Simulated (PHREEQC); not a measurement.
Make-up at 50 °C: 0.042 mol/kgw HF, 0.00071 mol/kgw (NH4)2SiF6 and 0.0052 mol/kgw HBF4. Closed to the air; pH follows from the charge balance.

Computed with PHREEQC (ion-association model, wateq4f.dat).

| Quantity | Value |
|---|---|
| pH | 2.14 |
| ionic strength | 0.0100 mol/kgw |
| total alkalinity | -65.6 meq/kg |

| species | molality | activity | log γ |
|---|---|---|---|
| HF | 0.0363 | 0.0364 | 0.001 |
| H+ | 0.00792 | 0.00720 | -0.041 |
| BF4- | 0.00510 | 0.00455 | -0.049 |
| F- | 0.00235 | 0.00211 | -0.048 |
| NH4+ | 0.00142 | 0.00127 | -0.047 |
| H2F2 | 0.00134 | 0.00135 | 0.001 |

Precipitation was switched off in this run. Species that the database lacks are ignored. Away from 25 °C the constants follow the database's enthalpies or fits; those with neither stay at their 25 °C values. SiF6-2 is the database's only silicon fluoride. Real BF4- forms and hydrolyses slowly; the run takes it at equilibrium.
